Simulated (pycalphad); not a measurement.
## Freezing of Hf-B alloys with rising B

Source of the numbers: pycalphad with the COST 507 light-alloy database (1999); pressure 1 atm. The database dates from 1999; later assessments differ in places, in temperatures and in the compounds included. Phase fractions are per mole of atoms.

Scheil-Gulliver runs (no diffusion in the solid, steps of 4 K) beside full equilibrium.

| alloy | liquidus (K) | Scheil, half solid (K) | Scheil, 80 % solid (K) | Scheil, invariant end (K) | liquid left at that end | equilibrium solidus (K) |
|---|---|---|---|---|---|---|
| Hf-2.75B (at.%) | 2456 | 2408 | 2230 | 2154 | 0.17 | 2154 |
| Hf-5.5B (at.%) | 2404 | 2288 | at the invariant end | 2154 | 0.35 | 2154 |
| Hf-16.5B (at.%) | 2202 | at the invariant end | at the invariant end | 2154 | 0.96 | 2154 |
| Hf-22B (at.%) | 2379 | at the invariant end | at the invariant end | 2154 | 0.80 | 2154 |
